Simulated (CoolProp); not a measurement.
Model: reference Helmholtz-energy equation of state, Pan 2012, in CoolProp.

Problem. For R236FA, give the phase and the cp (kJ/(kg K)), cv (kJ/(kg K)), isothermal compressibility (1/MPa) at 2.25 °C and 2710 kPa; 39.65 °C and 2710 kPa; 52.15 °C and 2710 kPa.

Solution. 
- 2.25 °C and 2710 kPa: liquid; cp 1.19, cv 0.836, isothermal compressibility 0.00240
- 39.65 °C and 2710 kPa: liquid; cp 1.26, cv 0.881, isothermal compressibility 0.00446
- 52.15 °C and 2710 kPa: liquid; cp 1.29, cv 0.898, isothermal compressibility 0.00574
